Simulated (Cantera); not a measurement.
Abatement and gas-phase synthesis: S + H₂O + O₂ + SO₂

Input: 1 mol S, 0.038 mol H₂O, 5.8 mol O₂, 0.015 mol SO₂, at 0.00330 bar.

Cantera equilibrium calculation (NASA polynomials, part measured and part estimated; ideal gas, pure solids and liquids). Candidate condensed phases: H₂O, H₂SO₄, S; 19 gas species. Kinetics and transport are ignored.

From 1827 °C to 3127 °C nothing is condensed.

```json
[
 {"T (°C)": "1827", "x O": "0.0216", "x O₂": "0.799", "x SO₂": "0.170", "x S": "2.50e-6", "x SO": "0.00117", "x OH": "0.00390", "x H": "0.000379", "x H₂O": "0.00422"},
 {"T (°C)": "1927", "x O": "0.0416", "x O₂": "0.780", "x SO₂": "0.167", "x S": "1.13e-5", "x SO": "0.00253", "x OH": "0.00520", "x H": "0.000838", "x H₂O": "0.00325"},
 {"T (°C)": "2027", "x O": "0.0748", "x O₂": "0.749", "x SO₂": "0.161", "x S": "4.51e-5", "x SO": "0.00511", "x OH": "0.00623", "x H": "0.00161", "x H₂O": "0.00220"},
 {"T (°C)": "2127", "x O": "0.126", "x O₂": "0.702", "x SO₂": "0.151", "x S": "0.000160", "x SO": "0.00956", "x OH": "0.00663", "x H": "0.00269", "x H₂O": "0.00127"},
 {"T (°C)": "2227", "x O": "0.201", "x O₂": "0.635", "x SO₂": "0.137", "x S": "0.000509", "x SO": "0.0166", "x OH": "0.00622", "x H": "0.00390", "x H₂O": "0.000612"},
 {"T (°C)": "2327", "x O": "0.299", "x O₂": "0.546", "x SO₂": "0.116", "x S": "0.00147", "x SO": "0.0266", "x OH": "0.00518", "x H": "0.00499", "x H₂O": "0.000250"},
 {"T (°C)": "2427", "x O": "0.417", "x O₂": "0.441", "x SO₂": "0.0900", "x S": "0.00381", "x SO": "0.0385", "x OH": "0.00387", "x H": "0.00579", "x H₂O": "8.94e-5"},
 {"T (°C)": "2527", "x O": "0.542", "x O₂": "0.329", "x SO₂": "0.0616", "x S": "0.00879", "x SO": "0.0492", "x OH": "0.00264", "x H": "0.00622", "x H₂O": "2.88e-5"},
 {"T (°C)": "2627", "x O": "0.658", "x O₂": "0.226", "x SO₂": "0.0360", "x S": "0.0176", "x SO": "0.0541", "x OH": "0.00168", "x H": "0.00634", "x H₂O": "8.69e-6"},
 {"T (°C)": "2727", "x O": "0.750", "x O₂": "0.145", "x SO₂": "0.0176", "x S": "0.0300", "x SO": "0.0503", "x OH": "0.00102", "x H": "0.00629", "x H₂O": "2.56e-6"},
 {"T (°C)": "2827", "x O": "0.814", "x O₂": "0.0879", "x SO₂": "0.00734", "x S": "0.0437", "x SO": "0.0398", "x OH": "0.000608", "x H": "0.00619", "x H₂O": "7.68e-7"},
 {"T (°C)": "2927", "x O": "0.855", "x O₂": "0.0520", "x SO₂": "0.00274", "x S": "0.0557", "x SO": "0.0278", "x OH": "0.000364", "x H": "0.00610", "x H₂O": "2.41e-7"},
 {"T (°C)": "3027", "x O": "0.880", "x O₂": "0.0306", "x SO₂": "0.000964", "x S": "0.0645", "x SO": "0.0180", "x OH": "0.000221", "x H": "0.00603", "x H₂O": "8.06e-8"},
 {"T (°C)": "3127", "x O": "0.894", "x O₂": "0.0182", "x SO₂": "0.000335", "x S": "0.0703", "x SO": "0.0112", "x OH": "0.000138", "x H": "0.00600", "x H₂O": "2.86e-8"}
]
```
x: gas mole fraction; nothing condenses.
